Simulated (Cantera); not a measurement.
Ignition delay

Mixture: 6.95 % CH4, 24.3 % O2, 68.7 % N2, equivalence ratio 0.57, at 0.480 bar, adiabatic and at constant pressure. Ignition delay is the time to a rise of 400 K.

Cantera simulation using GRI-Mech 3.0 (53 species, 325 reactions); the numbers are that mechanism's predictions, not measurements.

```csv
T0 (K),delay (ms)
1100,233
1200,48.4
1300,12.2
1400,3.75
1500,1.43
1600,0.645
1700,0.329
1800,0.183
1900,0.109
2000,0.0683
```

```yaml
apparent activation energy between 1800 and 2000 K: 150 kJ/mol
```
